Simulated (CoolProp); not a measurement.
Vapour-liquid equilibrium of propane (1) + R236EA (2) at 2.66 bar; x and y are mole fractions of (1).

Computed with CoolProp (multi-fluid Helmholtz-energy mixture model, Lemmon 2009 and Rui 2013; pair parameters Bell 2016).

| x | bubble temperature, mixture model (°C) | bubble temperature, Raoult's law (°C) | y, mixture model | y, Raoult's law |
|---|---|---|---|---|
| 0.05 | [?] | 27.7 | [?] | 0.192 |
| 0.2 | -6.9 | 15.6 | 0.802 | 0.559 |
| 0.35 | -13.2 | 6.2 | 0.862 | 0.752 |
| 0.5 | [?] | -1.2 | 0.875 | 0.860 |
| 0.65 | -15.3 | -7.2 | 0.884 | 0.925 |
| 0.8 | [?] | -12.2 | [?] | 0.966 |
| 0.95 | [?] | -16.4 | 0.961 | 0.993 |

What belongs in the gaps?


- 0.05, bubble temperature, mixture model (°C): 17.1
- 0.05, y, mixture model: 0.424
- 0.5, bubble temperature, mixture model (°C): -14.7
- 0.8, bubble temperature, mixture model (°C): -16.3
- 0.8, y, mixture model: 0.903
- 0.95, bubble temperature, mixture model (°C): -17.4

The largest gap from Raoult's law is -22.5 K in bubble temperature, at x = 0.2. No azeotrope shows between x = 0.05 and 0.95.

The pair parameters rest on a limited set of measurements; away from them the model extrapolates. With so large a gap from Raoult's law the liquid may split in two, which this calculation doesn't test in full.
